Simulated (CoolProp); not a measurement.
Vapour-liquid equilibrium of CH2F2 (R32) (1) + R125 (2) at 203 kPa; x and y are mole fractions of (1).

Model: multi-fluid Helmholtz-energy mixture model, Tillner-Roth 1997 and Lemmon 2005; pair parameters Lemmon 2004, in CoolProp.

Task: Give the bubble temperature and the first vapour's composition at x = 0.275, 0.35, 0.65. Is there an azeotrope?

Result: x = 0.275: -34.8 °C, y = 0.327; x = 0.35: -35.3 °C, y = 0.405; x = 0.65: -36.6 °C, y = 0.682. y crosses x between x = 0.875 and 0.95: the model has an azeotrope there.

The pair parameters rest on a limited set of measurements; away from them the model extrapolates.
